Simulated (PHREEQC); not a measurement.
# Brackish or sea water: an equilibrium model

Model water analysis in mg/kgw, 25 °C, pH 5.5, pe 8:

| constituent | mg/kgw |
|---|---|
| Na | 13400 |
| K | 0.0369 |
| Ca | 1050 |
| Mg | 527 |
| Cl | 23600 |
| S(6) as SO4 | 2580 |
| Alkalinity as HCO3 | 0.0937 |
| Zn | 441 |

Valence states are taken as typed.

Computed with PHREEQC (ion-association model, wateq4f.dat).

The ionic strength comes out as 0.745 mol/kgw and the activity of water comes out as 0.978. The charge-balance error is -2.0 %.

```
species  molality  activity   log γ
-------  --------  --------  ------
Cl-         0.662     0.408  -0.210
Na+         0.576     0.407  -0.150
Ca+2       0.0238   0.00590  -0.605
Mg+2       0.0190   0.00550  -0.539
SO4-2      0.0139   0.00243  -0.758
NaSO4-    0.00740   0.00496  -0.174
Zn+2      0.00391  0.000871  -0.652
```

No solid was allowed to form. Ionic strength above about 0.7 mol/kgw puts this run outside the model's range.
